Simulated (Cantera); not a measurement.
Charge: 1 mol PbS, 85 mol H2, held at 2023.15 K and 1.00 Torr.

Cantera equilibrium calculation (NASA polynomials, part measured and part estimated; ideal gas, pure solids and liquids). Candidate condensed phases: Pb, PbS, S; 10 gas species. Rates play no part.

Base state: H2 0.929, H 0.0502, Pb 0.0110, S 0.00408, SH 0.00292, S2 0.00162, H2S 0.000758, PbS 0.000254 (mole fractions); condensed: gas only.

### Question
What changes in the equilibrium state with this change: H2 from 85 to 0.5 mol?

### Answer
```
species    before    after
-------  --------  -------
Pb         0.0110    0.410
H2          0.929    0.232
S2        0.00162    0.175
PbS      0.000254   0.0985
S         0.00408   0.0424
SH        0.00292   0.0152
H          0.0502   0.0251
H2S      0.000758  0.00197
```
